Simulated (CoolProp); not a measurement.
The numbers come from the reference Helmholtz-energy equation of state, Lemmon 2006 in CoolProp. It is a short technical equation, of lower accuracy than the large ones.

Problem. Give the vapour pressure (bar), liquid density (kg/m³), enthalpy of vaporisation (kJ/kg), liquid conductivity (mW/(m K)) of saturated R142b at 78.75, 86.55 °C.

Solution. 
| T (°C) | p (bar) | liquid density (kg/m³) | enthalpy of vaporisation (kJ/kg) | liquid conductivity (mW/(m K)) |
|---|---|---|---|---|
| 78.75 | 13.4 | 954 | 157 | 63.7 |
| 86.55 | 15.9 | 926 | 149 | 61.4 |

Thermal conductivity comes from a separate model (Huber 2003), an estimate that may be off by 10 % or more.
